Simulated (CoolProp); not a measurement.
Vapour-liquid equilibrium of carbonyl sulfide (1) + propane (2) at 42.6 kPa; x and y are mole fractions of (1).

Computed with CoolProp (multi-fluid Helmholtz-energy mixture model, Lemmon 2006 and Lemmon 2009; pair parameters Bell 2016).

| x | bubble temperature (°C) | y at the bubble point | dew temperature at overall composition x (°C) | liquid density (mol/L) |
|---|---|---|---|---|
| 0.05 | -60.7 | 0.082 | -60.5 | (withheld) |
| 0.125 | -61.6 | 0.189 | -61.1 | 14.25 |
| 0.2 | -62.3 | 0.281 | -61.7 | 14.63 |
| 0.275 | (withheld) | 0.364 | -62.3 | 15.04 |
| 0.35 | -63.5 | 0.441 | -62.8 | 15.46 |
| 0.425 | -64.0 | (withheld) | -63.4 | 15.91 |
| 0.5 | -64.4 | 0.584 | -63.9 | 16.37 |
| 0.575 | -64.9 | 0.652 | -64.4 | 16.86 |
| 0.65 | -65.3 | 0.719 | -64.9 | 17.37 |
| 0.725 | -65.7 | 0.784 | -65.3 | 17.91 |
| 0.8 | -66.1 | 0.847 | -65.8 | 18.48 |
| 0.875 | -66.5 | 0.908 | -66.3 | 19.07 |
| 0.95 | -67.0 | 0.964 | -66.9 | 19.70 |

Problem. Complete the blanks.

Solution. 
- 0.05, liquid density (mol/L): 13.87
- 0.275, bubble temperature (°C): -62.9
- 0.425, y at the bubble point: 0.514

No azeotrope shows between x = 0.05 and 0.95.

Pair parameters are fitted to limited data, so mixtures are less certain than the pure fluids.
